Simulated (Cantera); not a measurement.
Feed: 1 mol AlN, 0.81 mol O2, equilibrated at 2100 K and 750 Torr.

Equilibrium computed with Cantera from the NASA thermochemical tables; the gas is ideal and each condensed phase is pure. Candidate condensed phases: Al, AlN, Al2O3; 16 gas species. Equilibrium is a limit: real reactors are often held back by kinetics, nucleation or transport.

Base state: N2 0.889, O2 0.103, NO 0.00741, O 0.000447 (mole fractions); condensed: Al2O3(s).

**Question.** What changes in the equilibrium state with this change: 0.25 mol CO2 added?

**Answer.** 
```tsv
species	before	after
N2	0.889	0.614
CO2	0	0.305
O2	0.103	0.0728
CO	0	0.00331
NO	0.00741	0.00517
O	0.000447	0.000375
Al2O3(s), mol	0.500	0.500
```
Further candidate phases: C.
